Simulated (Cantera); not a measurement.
Thermodynamics of roasting and sulfation, feed Na₂CO₃ + H₂S + H₂O

Input: 1 mol Na₂CO₃, 0.98 mol H₂S, 2.9 mol H₂O, at 10.0 mbar.

These are equilibrium values from Cantera (NASA tables, ideal gas, pure condensed phases), not measurements of a reactor. Candidate condensed phases: C, C₆H₆, C₇H₈, C₈H₁₈, H₂O, H₂SO₄, Na, NaOH, NaO₂, Na₂CO₃, Na₂O, Na₂O₂, Na₂S, Na₂SO₄, S; 131 gas species. Mutual solubility and eutectic melting of coexisting phases are not modelled. Gases not in the tables: S₃ to S₇. Kinetics and transport are ignored.

```csv
T (K),x H₂O,x Na,x CO₂,x H₂,x SO₂,x CO,x NaOH,x S₂,x SO,n Na₂S(s),n Na₂SO₄(l),n Na₂S(l)
1298,0.700,0.0234,0.174,0.0491,0.0142,0.0214,0.0165,0.000338,9.66e-5,0.848,0.0489,0
1348,0.652,0.0508,0.161,0.0499,0.0320,0.0240,0.0275,0.000931,0.000283,0.787,0,0
1398,0.584,0.0905,0.138,0.0676,0.0457,0.0346,0.0317,0.00413,0.000724,0.646,0,0
1448,0.488,0.159,0.109,0.0839,0.0583,0.0444,0.0357,0.0145,0.00161,0,0,0.363
1498,0.402,0.232,0.0837,0.0931,0.0656,0.0500,0.0351,0.0277,0.00280,0,0,0
1548,0.395,0.236,0.0776,0.101,0.0723,0.0551,0.0294,0.0239,0.00388,0,0,0
1598,0.388,0.239,0.0720,0.108,0.0783,0.0599,0.0248,0.0202,0.00521,0,0,0
1648,0.380,0.241,0.0668,0.114,0.0837,0.0643,0.0211,0.0167,0.00676,0,0,0
1698,0.374,0.243,0.0621,0.120,0.0883,0.0683,0.0181,0.0134,0.00853,0,0,0
1748,0.367,0.244,0.0581,0.126,0.0921,0.0717,0.0158,0.0104,0.0105,0,0,0
1798,0.362,0.245,0.0546,0.130,0.0950,0.0746,0.0139,0.00784,0.0125,0,0,0
1848,0.358,0.245,0.0517,0.133,0.0971,0.0770,0.0124,0.00567,0.0145,0,0,0
1898,0.355,0.246,0.0494,0.135,0.0984,0.0790,0.0112,0.00395,0.0164,0,0,0
1948,0.352,0.246,0.0476,0.136,0.0991,0.0805,0.0102,0.00266,0.0181,0,0,0
```
x: gas mole fraction; n: condensed amount in mol.

At 1298 K the condensed part is Na₂S(s) + Na₂SO₄(l). From 1348 K to 1398 K the condensed part is Na₂S(s). At 1448 K the condensed part is Na₂S(l). From 1498 K to 1948 K nothing is condensed. The main Na-bearing gas is Na throughout.
